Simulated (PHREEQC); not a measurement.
A made-up water analysis in mg/L, 30 °C, pH 2.88, pe 10.5:

| constituent | mg/L |
|---|---|
| Na | 73.4 |
| K | 1.45 |
| Ca | 84.4 |
| Mg | 0.646 |
| Cl | 71.9 |
| S(6) as SO4 | 384 |
| Br | 0.102 |

Valence states are taken as typed.

Computed with PHREEQC (ion-association model, wateq4f.dat).

Each row changes one thing in this solution. Precipitation was switched off in this run.

| case | ionic strength (mol/kgw) | SO4-2 (mol/kgw) | Ca+2 (mol/kgw) | CaSO4 (mol/kgw) | HSO4- (mol/kgw) | NaSO4- (mol/kgw) | SI of Gypsum (CaSO4:2H2O) | SI of Halite (NaCl) |
|---|---|---|---|---|---|---|---|---|
| as made | 0.0133 | 0.00319 | 0.00166 | 0.000442 | 0.000324 | 3.28e-5 | -1.09 | -6.89 |
| all concentrations times 4 at the same typed pH | 0.0463 | 0.0117 | 0.00545 | 0.00297 | 0.000955 | 0.000352 | -0.26 | -5.76 |
| temperature from 30 to 90 °C at the same typed pH | 0.0119 | 0.00234 | 0.00163 | 0.000465 | 0.00113 | 3.16e-5 | -1.05 | -7.01 |

Away from 25 °C the constants follow the database's enthalpies or fits; those with neither stay at their 25 °C values.
